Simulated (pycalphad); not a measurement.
Computed with pycalphad from the COST 507 light-alloy database (1999), at 1 atm. The database dates from 1999; later assessments differ in places, in temperatures and in the compounds included. Kinetics are ignored, which matters at the lower temperatures.

Molar enthalpy of Ti-0.69Hf-3.11B (at.%) in equilibrium (SER reference):

```json
[
 {"T (°C)": "2577", "H (kJ/mol)": "108.36", "phases": "liquid"},
 {"T (°C)": "2457", "H (kJ/mol)": "102.86", "phases": "liquid"},
 {"T (°C)": "2337", "H (kJ/mol)": "97.36", "phases": "liquid"},
 {"T (°C)": "2217", "H (kJ/mol)": "91.86", "phases": "liquid"},
 {"T (°C)": "2097", "H (kJ/mol)": "86.37", "phases": "liquid"},
 {"T (°C)": "1977", "H (kJ/mol)": "80.87", "phases": "liquid"},
 {"T (°C)": "1857", "H (kJ/mol)": "75.37", "phases": "liquid"},
 {"T (°C)": "1737", "H (kJ/mol)": "69.88", "phases": "liquid"},
 {"T (°C)": "1657", "H (kJ/mol)": "66.22", "phases": "liquid"},
 {"T (°C)": "1617", "H (kJ/mol)": "64.39", "phases": "liquid"},
 {"T (°C)": "1537", "H (kJ/mol)": "45.44", "phases": "bcc + BM"},
 {"T (°C)": "1497", "H (kJ/mol)": "44.02", "phases": "bcc + BM"},
 {"T (°C)": "1377", "H (kJ/mol)": "39.89", "phases": "bcc + BM"},
 {"T (°C)": "1257", "H (kJ/mol)": "35.93", "phases": "bcc + BM"},
 {"T (°C)": "1137", "H (kJ/mol)": "32.13", "phases": "bcc + BM"},
 {"T (°C)": "1017", "H (kJ/mol)": "28.46", "phases": "bcc + BM"},
 {"T (°C)": "897", "H (kJ/mol)": "24.88", "phases": "bcc + BM"},
 {"T (°C)": "777", "H (kJ/mol)": "17.04", "phases": "hcp + BM"},
 {"T (°C)": "657", "H (kJ/mol)": "13.13", "phases": "hcp + BM"},
 {"T (°C)": "537", "H (kJ/mol)": "9.36", "phases": "hcp + BM"},
 {"T (°C)": "417", "H (kJ/mol)": "5.72", "phases": "hcp + BM"},
 {"T (°C)": "297", "H (kJ/mol)": "2.22", "phases": "hcp + BM"}
]
```

Cooling from 1617 °C to 1537 °C, across the freezing range, releases 19.0 kJ/mol, or 398 J/g. The slope is 46 J/(mol K) in the liquid and 35 J/(mol K) just below the solidus, where it includes any heat of precipitation. Liquidus 1603 °C, solidus 1541 °C. Changes were sought between steps of 40 K, so a narrower field can be missed.

Database names, with the compositions (at.%) that they take in these runs: BM: Ti 50 B 50.
